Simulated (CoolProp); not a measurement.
Properties of dimethyl ether along the isobar 2920 kPa (Tc = 127.2 °C, pc = 5337 kPa, ω = 0.196).

Computed with CoolProp (reference Helmholtz-energy equation of state, Wu 2011).

```
T (°C)   phase  cv (kJ/(kg K))  fugacity coefficient
------  ------  --------------  --------------------
69.15   liquid               ?                0.5045
87.45   liquid           1.690                     ?
105.75     gas           1.715                     ?
123.95     gas           1.699                     ?
142.25     gas           1.711                0.8326
160.55     gas           1.737                     ?
178.75     gas           1.771                     ?
197.05     gas           1.810                0.8876
215.35     gas           1.853                0.9006
233.55     gas           1.897                     ?
251.85     gas               ?                0.9214
```

Question: Some entries are withheld; supply them.

Answer: 
- 69.15, cv (kJ/(kg K)): 1.633
- 87.45, fugacity coefficient: 0.6803
- 105.75, fugacity coefficient: 0.7724
- 123.95, fugacity coefficient: 0.8059
- 160.55, fugacity coefficient: 0.8544
- 178.75, fugacity coefficient: 0.8723
- 233.55, fugacity coefficient: 0.9117
- 251.85, cv (kJ/(kg K)): 1.942
